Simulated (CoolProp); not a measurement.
n-octane at several states: Z from the reference equation and from simpler models built on Tc = 568.7 K, pc = 24.84 bar, ω = 0.398; each cubic takes its own stable root.

Values from CoolProp's reference Helmholtz-energy equation of state, Beckmüller 2019.

| T (K) | p (bar) | phase | reference |
|---|---|---|---|
| 602.8 | 0.296 | gas | 0.9965 |
| 329 | 21.1 | liquid | 0.1304 |
| 297.1 | 0.817 | liquid | 0.005402 |
| 492.2 | 2.68 | gas | 0.9310 |
| 265.5 | 111 | liquid | 0.7843 |

Q: How far does each simpler model (van der Waals, Soave-Redlich-Kwong, Peng-Robinson) lie from the reference over these 5 states: mean and median of the absolute difference, and the worst?

A: 
- van der Waals: mean 3547.1 %, median 75.4 %, worst +17580.5 % at 297.1 K and 0.817 bar
- Soave-Redlich-Kwong: mean 10.2 %, median 16.0 %, worst +17.6 % at 265.5 K and 111 bar
- Peng-Robinson: mean 2.4 %, median 3.0 %, worst +5.0 % at 265.5 K and 111 bar

At some of these states van der Waals gives the other phase, because its saturation line lies elsewhere.
